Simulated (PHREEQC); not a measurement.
A solution holds 2.1 mol NaBr, 0.022 mol Na2B4O7 and 0.51 mol KBr per kg of water, at 25 °C. Closed to the air; pH follows from the charge balance.

The numbers come from PHREEQC with the Pitzer model, pitzer.dat.

The ionic strength comes out as 2.66 mol/kgw. What activity coefficients do K+, OH-, Br-, B4O5(OH)4-2, B3O3(OH)4- get?

K+ 0.64, OH- 0.42, Br- 0.63, B4O5(OH)4-2 0.0038, B3O3(OH)4- 0.11. Single-ion values are on the MacInnes scale.

Precipitation was switched off in this run. Species that the database lacks are ignored. In brines, pH and single-ion activities rest on the MacInnes convention.
